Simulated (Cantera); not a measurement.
A closed system holds: 1 mol V2O3, 8.1 mol H2, 1.5 mol N2, equilibrated at 133 Pa.

Equilibrium computed with Cantera from the NASA thermochemical tables; the gas is ideal and each condensed phase is pure. Candidate condensed phases: H2O, V, VN, VO, V2O3, V2O4, V2O5; 28 gas species. Mutual solubility and eutectic melting of coexisting phases are not modelled. VN, VO: taken at fixed stoichiometry. Condensed phases not in the tables: the oxides between V2O3 and V2O5 other than VO2, solid solutions among these carbides, nitrides and lower oxides, V2N. The numbers say what is thermodynamically allowed, not how fast it happens.

x: gas mole fraction; n: condensed amount in mol.

```json
[
 {"T (°C)": "427", "x H2": "0.844", "x N2": "0.156", "x H2O": "0.000203", "x H": "<1e-12", "x VO2": "<1e-12", "n VN(s)": "0.00130", "n V2O3(s)": "0.999", "n VO(s)": "0"},
 {"T (°C)": "527", "x H2": "0.844", "x N2": "0.156", "x H2O": "0.000270", "x H": "7.29e-11", "x VO2": "<1e-12", "n VN(s)": "0.00173", "n V2O3(s)": "0.999", "n VO(s)": "0"},
 {"T (°C)": "627", "x H2": "0.844", "x N2": "0.156", "x H2O": "[?]", "x H": "[?]", "x VO2": "<1e-12", "n VN(s)": "[?]", "n V2O3(s)": "0.999", "n VO(s)": "0"},
 {"T (°C)": "727", "x H2": "0.843", "x N2": "0.156", "x H2O": "0.000385", "x H": "5.71e-8", "x VO2": "<1e-12", "n VN(s)": "0.00247", "n V2O3(s)": "0.999", "n VO(s)": "0"},
 {"T (°C)": "827", "x H2": "0.843", "x N2": "0.156", "x H2O": "0.000431", "x H": "6.50e-7", "x VO2": "<1e-12", "n VN(s)": "0.00276", "n V2O3(s)": "0.999", "n VO(s)": "0"},
 {"T (°C)": "927", "x H2": "0.843", "x N2": "0.156", "x H2O": "0.000469", "x H": "4.96e-6", "x VO2": "7.56e-12", "n VN(s)": "0.00300", "n V2O3(s)": "0.999", "n VO(s)": "0"},
 {"T (°C)": "1027", "x H2": "0.843", "x N2": "0.156", "x H2O": "0.000851", "x H": "2.78e-5", "x VO2": "4.18e-10", "n VN(s)": "0", "n V2O3(s)": "0.992", "n VO(s)": "0.0163"},
 {"T (°C)": "1127", "x H2": "0.842", "x N2": "0.156", "x H2O": "0.00169", "x H": "0.000122", "x VO2": "1.40e-8", "n VN(s)": "0", "n V2O3(s)": "0.984", "n VO(s)": "0.0325"},
 {"T (°C)": "1227", "x H2": "0.840", "x N2": "0.156", "x H2O": "[?]", "x H": "[?]", "x VO2": "[?]", "n VN(s)": "0", "n V2O3(s)": "0.971", "n VO(s)": "[?]"},
 {"T (°C)": "1327", "x H2": "0.837", "x N2": "0.156", "x H2O": "0.00515", "x H": "0.00136", "x VO2": "4.05e-6", "n VN(s)": "0", "n V2O3(s)": "0.951", "n VO(s)": "0.0989"},
 {"T (°C)": "1427", "x H2": "0.832", "x N2": "0.156", "x H2O": "0.00810", "x H": "0.00368", "x VO2": "4.09e-5", "n VN(s)": "0", "n V2O3(s)": "0.922", "n VO(s)": "0.156"}
]
```

Question: Complete the blanks.

Answer: 
- 1227, x H2O: 0.00307
- 1227, x H: 0.000442
- 1227, x VO2: 2.90e-7
- 1227, n VO(s): 0.0589
- 627, x H2O: 0.000332
- 627, x H: 2.94e-9
- 627, n VN(s): 0.00212
